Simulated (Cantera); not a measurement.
## Hydrocarbon pyrolysis for carbon deposition

An isothermal, constant-pressure homogeneous reactor starts with CH4 : N2 : H2O = 1 : 5 : 0.26 (molar parts), at 1625 K and 50000 Pa.

Computed with Cantera and GRI-Mech 3.0 (53 species, 325 reactions). GRI-Mech 3.0 stops at C3 and has no aromatics, soot or wall deposition, so with more carbon than oxygen in the feed, carbon stays in small species such as C2H2 where larger ones or solid carbon would form.

| t (s) | x CH4 | x CH2 | x H | x C2H6 | x C2H | x C2H2 | x H2 |
|---|---|---|---|---|---|---|---|
| 2.00e-5 | 0.160 | 6.00e-11 | 1.51e-7 | 4.58e-9 | <1e-12 | <1e-12 | 6.45e-6 |
| 0.000100 | 0.160 | 1.27e-9 | 1.58e-7 | 5.43e-7 | <1e-12 | 4.31e-10 | 3.35e-5 |
| 0.000502 | 0.159 | 1.88e-8 | 2.89e-7 | 3.62e-5 | <1e-12 | 3.07e-7 | 0.000218 |
| 0.00252 | 0.156 | 1.01e-7 | 1.47e-6 | 0.000395 | 9.41e-11 | 0.000106 | 0.00293 |
| 0.0126 | 0.130 | 1.15e-7 | 8.52e-6 | 0.000377 | 7.26e-9 | 0.00781 | 0.0334 |
| 0.0632 | 0.0779 | 5.63e-8 | 2.07e-5 | 8.98e-5 | 2.55e-8 | 0.0338 | 0.105 |
| 0.317 | 0.0258 | 2.48e-8 | 3.62e-5 | 9.87e-6 | 4.42e-8 | 0.0559 | 0.176 |
| 1.59 | 0.00808 | 1.04e-8 | 4.63e-5 | 1.09e-6 | 4.91e-8 | 0.0583 | 0.211 |
| 7.96 | 0.00462 | 4.34e-9 | 4.91e-5 | 3.78e-7 | 3.95e-8 | 0.0499 | 0.238 |
| 39.9 | 0.00326 | 2.60e-9 | 4.99e-5 | 2.30e-7 | 3.66e-8 | 0.0472 | 0.247 |
| 200 | 0.00326 | 2.59e-9 | 4.99e-5 | 2.30e-7 | 3.66e-8 | 0.0472 | 0.247 |
x: mole fraction; the columns are a selection and need not sum to one.

Equilibrium at this temperature and pressure: CH4 0.00206, CH2 1.62e-9, H 5.01e-5, C2H6 9.09e-8, C2H 1.42e-8, C2H2 0.0184, H2 0.249 (gas phase only).
